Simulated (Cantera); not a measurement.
**Adiabatic ignition**

An adiabatic, constant-volume homogeneous reactor starts with H2 : O2 : N2 : H2O = 1 : 1.22 : 4.59 : 0.37 (molar parts), equivalence ratio 0.41, at 1575 K and 25.7 atm.

Computed with Cantera and the H2/O2 subset of GRI-Mech 3.0, which has no nitrogen chemistry. The hydrogen kinetics of GRI-Mech 3.0 are dated; newer H2 mechanisms differ, most at raised pressure. The pressure lies above the range GRI-Mech 3.0 was tuned for (to about 10 atm).

```
t (s)     T (K)  P (bar)     x H2   x O2  x H2O   x H2O2      x O    x HO2
--------  -----  -------  -------  -----  -----  -------  -------  -------
7.00e-6    2662     41.1  0.00119  0.104  0.197  4.00e-6  0.00155  4.47e-5
2.62e-5    2662     41.1  0.00119  0.104  0.197  4.00e-6  0.00155  4.47e-5
9.79e-5    2662     41.1  0.00119  0.104  0.197  4.00e-6  0.00155  4.47e-5
0.000366   2662     41.1  0.00119  0.104  0.197  4.00e-6  0.00155  4.47e-5
0.00137    2662     41.1  0.00119  0.104  0.197  4.00e-6  0.00155  4.47e-5
0.00512    2662     41.1  0.00119  0.104  0.197  4.00e-6  0.00155  4.47e-5
0.0191     2662     41.1  0.00119  0.104  0.197  4.00e-6  0.00155  4.47e-5
0.0715     2662     41.1  0.00119  0.104  0.197  4.00e-6  0.00155  4.47e-5
0.267      2662     41.1  0.00119  0.104  0.197  4.00e-6  0.00155  4.47e-5
1.00       2662     41.1  0.00119  0.104  0.197  4.00e-6  0.00155  4.47e-5
```
x: mole fraction; the columns are a selection and need not sum to one.

```
Item                                                                 Value
---------------------------------  ---------------------------------------
time of steepest temperature rise                                 0.866 µs
temperature at 1.00 s                                               2662 K
equilibrium temperature                                             2662 K
x(H2) at 1.00 s                    0.00119 (gas-phase equilibrium 0.00119)
x(O2) at 1.00 s                        0.104 (gas-phase equilibrium 0.104)
x(H2O) at 1.00 s                       0.197 (gas-phase equilibrium 0.197)
```
